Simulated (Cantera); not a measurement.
**Equilibrium for fluorocarbon and chlorocarbon gases: C2F6 + H2**

Feed: 1 mol C2F6, 2.2 mol H2, held at 5.60 Pa.

Method: chemical equilibrium by Gibbs-energy minimisation in Cantera with the NASA 1993 tables (ideal gas, pure condensed phases). Candidate condensed phases: C, C6H6, C7H8, C8H18; 95 gas species. The feed counts by its element totals alone. Gases not in the tables: C2F6 and larger saturated fluorocarbons. Kinetics and transport are ignored.

```tsv
T (K)	x HF	x F	x H	x C	x CF4	x C3	x CF2	x CF	x C2	n C(graphite)
1525	0.914	0.00247	1.21e-7	<1e-12	0.0812	<1e-12	0.00235	5.07e-7	<1e-12	1.60
1675	0.894	0.0221	8.30e-7	1.26e-10	0.0679	3.35e-11	0.0154	1.48e-5	2.73e-12	1.59
1825	0.820	0.110	4.88e-6	8.70e-9	0.0234	4.35e-9	0.0464	0.000197	3.59e-10	1.62
1975	0.756	0.213	4.40e-5	3.15e-7	0.000584	2.65e-7	0.0292	0.000873	2.24e-8	1.82
2125	0.739	0.250	0.000461	6.85e-6	4.74e-6	8.94e-6	0.00858	0.00207	7.71e-7	1.94
2275	0.728	0.261	0.00394	9.90e-5	4.97e-8	0.000187	0.00244	0.00397	1.66e-5	1.96
2425	0.688	0.275	0.0244	0.00103	9.65e-10	0.00266	0.000828	0.00708	0.000242	1.89
2575	0.542	0.313	0.0938	0.00808	4.10e-11	0.0275	0.000374	0.0128	0.00257	1.24
2725	0.308	0.376	0.203	0.0322	2.09e-12	0.0559	0.000135	0.0147	0.00847	0
2875	0.135	0.444	0.296	0.0730	<1e-12	0.0302	3.53e-5	0.0109	0.0107	0
3025	0.0470	0.470	0.336	0.123	<1e-12	0.00908	7.12e-6	0.00616	0.00860	0
```
x: gas mole fraction; n: condensed amount in mol.

From 1525 K to 2575 K the condensed part is C(graphite). From 2725 K to 3025 K nothing is condensed. The main C-bearing gas is CF4 at 1525 K and C at 3025 K.
